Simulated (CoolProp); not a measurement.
Saturated liquid density (kg/m³) of ammonia: the reference equation beside estimates from Tc = 132.4 °C, pc = 11.36 MPa, ω = 0.256. Rackett uses Z = 0.29056 − 0.08775 ω.

Values from CoolProp's reference Helmholtz-energy equation of state, Gao 2020.

| T (°C) | reference | Rackett | van der Waals |
|---|---|---|---|
| -21.15 | 666.4 | 580.3 | 348.5 |
| -18.35 | 662.9 | 577.3 | 346.8 |
| -15.55 | 659.3 | 574.2 | 345.1 |
| -12.75 | 655.6 | 571.2 | 343.3 |
| -9.95 | 651.9 | 568.1 | 341.5 |
| -7.15 | 648.2 | 564.9 | 339.7 |
| -4.35 | 644.5 | 561.8 | 337.8 |
| -1.55 | 640.7 | 558.6 | 336.0 |
| 1.25 | 636.9 | 555.4 | 334.1 |
| 4.15 | 633.0 | 552.0 | 332.2 |
| 6.95 | 629.1 | 548.7 | 330.2 |
| 9.75 | 625.1 | 545.4 | 328.3 |
| 12.55 | 621.2 | 542.1 | 326.3 |
| 15.35 | 617.2 | 538.7 | 324.3 |
| 18.15 | 613.1 | 535.3 | 322.3 |

Absolute difference from the reference over all 15 rows, mean and median: Rackett 12.8 and 12.8 %, van der Waals 47.6 and 47.6 %.
